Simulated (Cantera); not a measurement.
## NO annealing gas

An isothermal, constant-pressure homogeneous reactor starts with 14.9 % NO, 85.1 % N2, at 1748 K and 0.410 bar.

Detailed kinetics in Cantera: GRI-Mech 3.0 (53 species, 325 reactions).

```tsv
t (s)	x NO	x N2	x N2O	x NO2	x O	x O2
2.00e-5	0.149	0.851	2.61e-8	8.63e-10	2.53e-8	5.92e-12
5.97e-5	0.149	0.851	7.77e-8	7.33e-9	7.11e-8	5.09e-11
0.000178	0.149	0.851	2.30e-7	5.64e-8	1.80e-7	4.08e-10
0.000532	0.149	0.851	6.69e-7	3.52e-7	3.70e-7	2.99e-9
0.00159	0.149	0.851	1.85e-6	1.59e-6	6.93e-7	2.30e-8
0.00474	0.149	0.851	4.47e-6	5.93e-6	1.63e-6	2.82e-7
0.0141	0.149	0.851	7.79e-6	1.69e-5	3.80e-6	4.92e-6
0.0422	0.149	0.851	8.85e-6	2.28e-5	4.88e-6	4.05e-5
0.126	0.149	0.851	8.83e-6	2.36e-5	5.06e-6	0.000158
0.376	0.148	0.851	8.74e-6	2.58e-5	5.50e-6	0.000510
1.12	0.146	0.852	8.48e-6	3.11e-5	6.65e-6	0.00155
3.35	0.140	0.855	7.76e-6	4.20e-5	9.19e-6	0.00460
10.0	0.123	0.864	6.00e-6	5.69e-5	1.39e-5	0.0129
```
x: mole fraction; the columns are a selection and need not sum to one.

Equilibrium at this temperature and pressure: NO 0.00223, N2 0.924, N2O 8.96e-8, NO2 2.37e-6, O 3.12e-5, O2 0.0735 (gas phase only).
